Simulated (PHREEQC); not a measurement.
Consider water at 15 °C with 0.0034 mol HCl and 0.11 mol FeSO4 per kg of water. It is in equilibrium with CO2 at log p = -2 (atm). Otherwise closed; pH follows from the charge balance.

Model: ion-association model, phreeqc.dat, run in PHREEQC.

This is a speciation only: nothing precipitates in the calculation.

Order these Fe species by the share of Fe that they hold, largest first: Fe+2, FeHSO4+, FeSO4.

Fe+2 (58 %), FeSO4 (42 %), FeHSO4+ (0.38 %)

The pH is 3.01 and the ionic strength 0.254 mol/kgw.
